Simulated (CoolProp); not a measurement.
Dodecamethylcyclohexasiloxane (D6) along the isobar 0.621 MPa: Z from the reference equation and from simpler models built on Tc = 645.8 K, pc = 0.9614 MPa, ω = 0.736; each cubic takes its own stable root.

The numbers come from the reference Helmholtz-energy equation of state, Colonna 2008 in CoolProp. It is a short technical equation, of lower accuracy than the large ones.

```tsv
T (K)	phase	reference
493.1	liquid	0.09049
498.5	liquid	0.09038
503.9	liquid	0.09030
509.3	liquid	0.09026
514.7	liquid	0.09025
520.2	liquid	0.09029
525.6	liquid	0.09036
531	liquid	0.09048
536.4	liquid	0.09065
541.8	liquid	0.09087
547.3	liquid	0.09115
552.7	liquid	0.09148
558.1	liquid	0.09189
563.5	liquid	0.09238
```

**Question.** How far does each simpler model (van der Waals, Redlich-Kwong, Soave-Redlich-Kwong, Peng-Robinson) lie from the reference over these 14 states: mean and median of the absolute difference, and the worst?

**Answer.** 
- van der Waals: mean 69.7 %, median 69.6 %, worst +70.3 % at 493.1 K and 0.621 MPa
- Redlich-Kwong: mean 20.9 %, median 20.8 %, worst +22.9 % at 563.5 K and 0.621 MPa
- Soave-Redlich-Kwong: mean 7.7 %, median 7.5 %, worst +8.5 % at 563.5 K and 0.621 MPa
- Peng-Robinson: mean 4.8 %, median 4.9 %, worst -5.0 % at 514.7 K and 0.621 MPa
